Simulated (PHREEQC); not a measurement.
Solution (20 °C): 0.35 mol/kgw CuSO4, 0.0007 mol/kgw ZnCl2, 0.0011 mol/kgw HCl and 0.0025 mol/kgw NaCl. Closed to the air; pH follows from the charge balance.

Computed with PHREEQC (ion-association model, phreeqc.dat).

| quantity | before | after |
|---|---|---|
| pH | 3.64 | 4.42 |
| ionic strength (mol/kgw) | 0.642 | 0.641 |
| Cl- (mol/kgw) | 0.00463 | 0.00361 |
| Na+ (mol/kgw) | 0.00217 | 0.00217 |
| HSO4- (mol/kgw) | 0.000803 | 0.000132 |
| CuCl+ (mol/kgw) | 0.000366 | 0.000285 |
| SI of Halite (NaCl) | -6.90 | -7.01 |

Task: What was changed between the two runs?
A. ZnCl2 replaced by SrCl2 at the same molality
B. HCl left out
C. NaCl from 0.0025 to 0.0005 mol/kgw
D. temperature from 20 to 25 °C

Result: B, HCl left out

This is a speciation only: nothing precipitates in the calculation.
